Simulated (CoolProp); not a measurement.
Aqueous potassium carbonate as a coolant, at -9 °C, 1 atm.

Computed with CoolProp (Melinder's fits for secondary coolants).

```json
[
 {"mass %": "22.7", "freezing point (°C)": "-10.8", "viscosity (mPa s)": "4.07", "conductivity (W/(m K))": "0.529", "Prandtl number": "24.3", "density (kg/m³)": "1229"},
 {"mass %": "26.2", "freezing point (°C)": "-14.0", "viscosity (mPa s)": "4.70", "conductivity (W/(m K))": "0.526", "Prandtl number": "27.2", "density (kg/m³)": "1268"},
 {"mass %": "29.8", "freezing point (°C)": "-18.3", "viscosity (mPa s)": "5.63", "conductivity (W/(m K))": "0.522", "Prandtl number": "31.5", "density (kg/m³)": "1309"},
 {"mass %": "33.4", "freezing point (°C)": "-23.8", "viscosity (mPa s)": "6.96", "conductivity (W/(m K))": "0.518", "Prandtl number": "37.8", "density (kg/m³)": "1350"},
 {"mass %": "36.9", "freezing point (°C)": "-30.5", "viscosity (mPa s)": "8.81", "conductivity (W/(m K))": "0.514", "Prandtl number": "46.8", "density (kg/m³)": "1391"}
]
```
